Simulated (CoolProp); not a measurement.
Vapour-liquid equilibrium of R125 (1) + n-butane (2) at 0.254 MPa; x and y are mole fractions of (1).

Model: multi-fluid Helmholtz-energy mixture model, Lemmon 2005 and Bücker 2006; pair parameters Bell 2016, in CoolProp.

Problem. Give the bubble temperature and the first vapour's composition at x = 0.05, 0.65, 0.875. Is there an azeotrope?

Solution. x = 0.05: 5.5 °C, y = 0.505; x = 0.65: -25.1 °C, y = 0.887; x = 0.875: -26.6 °C, y = 0.927. No azeotrope shows between x = 0.05 and 0.95.

The pair parameters rest on a limited set of measurements; away from them the model extrapolates. With so large a gap from Raoult's law the liquid may split in two, which this calculation doesn't test in full.
